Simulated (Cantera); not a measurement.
A closed system holds: 1 mol n-butane, 0.31 mol H2O, equilibrated at 3.70 mbar.

These are equilibrium values from Cantera (NASA tables, ideal gas, pure condensed phases), not measurements of a reactor. Candidate condensed phases: C, C6H6, C7H8, C8H18, H2O; 110 gas species. Equilibrium is a limit: real reactors are often held back by kinetics, nucleation or transport. All values below are at 673 K.

Base state: H2 0.900, CH4 0.0457, H2O 0.0384, CO 0.0106, CO2 0.00554 (mole fractions); condensed: C(graphite).

Question: What changes in the equilibrium state with this change: H2O from 0.31 to 0.44 mol?

Answer: 
| species | before | after |
|---|---|---|
| H2 | 0.900 | 0.883 |
| H2O | 0.0384 | 0.0495 |
| CH4 | 0.0457 | 0.0440 |
| CO2 | 0.00554 | 0.00956 |
| CO | 0.0106 | 0.0139 |
| C(graphite), mol | 3.68 | 3.64 |
